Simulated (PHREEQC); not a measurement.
A solution holds 0.3 mol/kgw Na2CO3 and 0.044 mol/kgw K2SO4, at 25 °C. Closed to the air; pH follows from the charge balance.

All values are PHREEQC results (Pitzer model, pitzer.dat), not measurements.

```yaml
pH: 11.49
ionic_strength: 1.03 mol/kgw
activity_of_water: 0.986
density: 1.035 g/cm³
osmotic_coefficient: 0.748
total_alkalinity: 600 meq/kg
```

```json
[
 {"species": "Na+", "molality": "0.600", "activity": "0.332", "log γ": "-0.257"},
 {"species": "CO3-2", "molality": "0.295", "activity": "0.0370", "log γ": "-0.902"},
 {"species": "K+", "molality": "0.0880", "activity": "0.0514", "log γ": "-0.234"},
 {"species": "SO4-2", "molality": "0.0440", "activity": "0.00445", "log γ": "-0.996"},
 {"species": "OH-", "molality": "0.00472", "activity": "0.00311", "log γ": "-0.182"},
 {"species": "HCO3-", "molality": "0.00472", "activity": "0.00259", "log γ": "-0.260"},
 {"species": "CO2", "molality": "1.65e-8", "activity": "1.85e-8", "log γ": "0.051"}
]
```

No solid was allowed to form. In brines, pH and single-ion activities rest on the MacInnes convention.
